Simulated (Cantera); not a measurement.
**Equilibrium for hydrogen reduction and annealing atmospheres: Cu2O + H2 + H2O**

Input: 1 mol Cu2O, 1.4 mol H2, 1.9 mol H2O, equilibrated at 0.0133 bar.

These are equilibrium values from Cantera (NASA tables, ideal gas, pure condensed phases), not measurements of a reactor. Candidate condensed phases: Cu, CuO, Cu(OH)2, Cu2O, H2O; 12 gas species. Equilibrium is a limit: real reactors are often held back by kinetics, nucleation or transport.

| T (°C) | log p H2O | log p Cu | log p H2 | log p H | log p OH | log p Cu2 | log p O2 | n Cu(s) | n Cu(l) |
|---|---|---|---|---|---|---|---|---|---|
| 400 | -1.93 | <-13 | -2.79 | <-13 | <-13 | <-13 | <-13 | 2.00 | 0 |
| 500 | -1.93 | <-13 | -2.79 | -13.44 | <-13 | <-13 | <-13 | 2.00 | 0 |
| 600 | -1.93 | -13.34 | -2.79 | -11.73 | <-13 | <-13 | <-13 | 2.00 | 0 |
| 700 | -1.93 | -11.29 | -2.79 | -10.36 | -12.25 | <-13 | <-13 | 2.00 | 0 |
| 800 | -1.93 | -9.62 | -2.79 | -9.25 | -10.82 | <-13 | <-13 | 2.00 | 0 |
| 900 | -1.93 | -8.24 | -2.79 | -8.32 | -9.63 | -12.93 | <-13 | 2.00 | 0 |
| 1000 | -1.93 | -7.08 | -2.79 | -7.54 | -8.62 | -11.29 | -12.83 | 2.00 | 0 |
| 1100 | -1.93 | -6.10 | -2.79 | -6.87 | -7.76 | -9.90 | -11.34 | 0 | 2.00 |
| 1200 | -1.93 | -5.29 | -2.79 | -6.29 | -7.02 | -8.77 | -10.04 | 0 | 2.00 |
| 1300 | -1.93 | -4.58 | -2.79 | -5.79 | -6.37 | -7.79 | -8.92 | 0 | 1.99 |
| 1400 | -1.94 | -3.95 | -2.80 | -5.34 | -5.80 | -6.93 | -7.92 | 0 | 1.97 |
| 1500 | -1.94 | -3.40 | -2.81 | -4.95 | -5.30 | -6.17 | -7.04 | 0 | 1.90 |
| 1600 | -1.97 | -2.91 | -2.84 | -4.61 | -4.86 | -5.50 | -6.25 | 0 | 1.67 |
| 1700 | -2.06 | -2.48 | -2.92 | -4.33 | -4.49 | -4.90 | -5.54 | 0 | 0.883 |
log p: log10 of the partial pressure in bar; n: condensed amount in mol.

From 400 °C to 1000 °C the condensed part is Cu(s). From 1100 °C to 1700 °C the condensed part is Cu(l).
